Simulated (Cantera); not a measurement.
Charge: 1 mol Si3N4, 2.8 mol Cl2, 4.4 mol N2, held at 1673 K and 10.0 Torr.

Equilibrium computed with Cantera from the NASA thermochemical tables; the gas is ideal and each condensed phase is pure. Candidate condensed phases: Si, Si3N4; 13 gas species. The tables' values for SiCl3, SiCl are old estimates; treat these amounts as uncertain. Kinetics and transport are ignored.

Base state: N2 0.696, SiCl2 0.283, SiCl3 0.0178, SiCl4 0.00233, Cl 0.000454, SiCl 9.37e-5 (mole fractions); condensed: Si3N4(s).

### Question
What changes in the equilibrium state with this change: N2 from 4.4 to 44 mol?

### Answer
```tsv
species	before	after
N2	0.696	0.943
SiCl2	0.283	0.0548
SiCl3	0.0178	0.00167
SiCl4	0.00233	0.000107
SiCl	9.37e-5	3.73e-5
Cl	0.000454	0.000221
Si3N4(s), mol	0.100	0.0833
```
